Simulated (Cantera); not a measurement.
A closed system holds: 1 mol Al(CH3)3, 1.9 mol NH3, 300 mol H2, held at 10.0 mbar.

Equilibrium computed with Cantera from the NASA thermochemical tables; the gas is ideal and each condensed phase is pure. Candidate condensed phases: Al, AlN, C, C6H6, C7H8, C8H18; 97 gas species. The feed counts by its element totals alone. Equilibrium is a limit: real reactors are often held back by kinetics, nucleation or transport.

### Question
Which condensed phases are stable at each of these points (T (K)): 800, 900, 1000, 1100, 1200, 1300, 1400, 1500, 1600, 1700, 1800, 1900, 2000, 2100?

### Answer
| T (K) | condensed phases | Al condensed (%) |
|---|---|---|
| 800 | AlN(s) | 100.0 |
| 900 | AlN(s) + C(graphite) | 100.0 |
| 1000 | AlN(s) + C(graphite) | 100.0 |
| 1100 | AlN(s) + C(graphite) | 100.0 |
| 1200 | AlN(s) + C(graphite) | 100.0 |
| 1300 | AlN(s) + C(graphite) | 100.0 |
| 1400 | AlN(s) + C(graphite) | 100.0 |
| 1500 | AlN(s) + C(graphite) | 99.9 |
| 1600 | AlN(s) + C(graphite) | 98.7 |
| 1700 | AlN(s) + C(graphite) | 80.3 |
| 1800 | C(graphite) | 0.0 |
| 1900 | C(graphite) | 0.0 |
| 2000 | C(graphite) | 0.0 |
| 2100 | C(graphite) | 0.0 |

At 800 K the condensed part is AlN(s). From 900 K to 1700 K the condensed part is AlN(s) + C(graphite). From 1800 K to 2100 K the condensed part is C(graphite).
